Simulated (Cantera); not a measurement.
## Thermodynamics of boron, boron nitride and boron oxide, feed B + NH₃ + H₂

Feed: 1 mol B, 0.26 mol NH₃, 180 mol H₂, at 1523.15 K and 47.3 Torr.

Cantera equilibrium calculation (NASA polynomials, part measured and part estimated; ideal gas, pure solids and liquids). Candidate condensed phases: B, BN; 15 gas species. Mutual solubility and eutectic melting of coexisting phases are not modelled. The tables' values for BH₂ are old estimates; treat these amounts as uncertain. Equilibrium is a limit: real reactors are often held back by kinetics, nucleation or transport.

The x(H₂) comes out as 1.000, the x(H) is 9.22e-5 and the x(BH₂) is 1.25e-5. The x(BH₃) is 1.72e-6 and the n(B(s)) is 0.737 mol. The n(BN(s)) is 0.260 mol. The gas amount is 180.4 mol.
